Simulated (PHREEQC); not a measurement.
HCl is added in steps, without added water, to 1 kg of water holding 0.0018 mol NaHSO4, 0.27 mol NaF and 0.0015 mol NaCl, at 5 °C. Oxygen is held at 0.21 atm. The system is closed to CO2. Only these solids could form: Halite, Mirabilite.

Base run: PHREEQC, ion-association model, wateq4f.dat. Each further column changes one thing. The table gives F- (mol/kgw).

```tsv
HCl added (mol)	base	NaCl left out	NaF from 0.27 to 0.135 mol/kgw	diluted 10-fold with water	no solid may form
0	0.250	0.250	___	___	0.250
0.0405	0.199	0.199	___	0.00176	0.199
0.081	0.155	0.155	0.0450	0.000575	0.155
0.1215	0.116	0.116	0.0151	0.000356	0.116
0.1485	0.0925	0.0926	___	0.000288	0.0925
0.189	0.0601	0.0602	0.00218	0.000227	0.0601
0.2295	0.0317	0.0317	0.00135	___	0.0317
0.27	0.0115	0.0115	0.000992	0.000163	0.0115
```

Task: Complete the blanks.

Result: 
- 0, NaF from 0.27 to 0.135 mol/kgw: 0.127
- 0, diluted 10-fold with water: 0.0265
- 0.0405, NaF from 0.27 to 0.135 mol/kgw: 0.0826
- 0.1485, NaF from 0.27 to 0.135 mol/kgw: 0.00544
- 0.2295, diluted 10-fold with water: 0.000189

wateq4f.dat counts part of the HF as a dimer, H2F2, which phreeqc.dat doesn't know; its constant is uncertain. Away from 25 °C the constants follow the database's enthalpies or fits; those with neither stay at their 25 °C values.
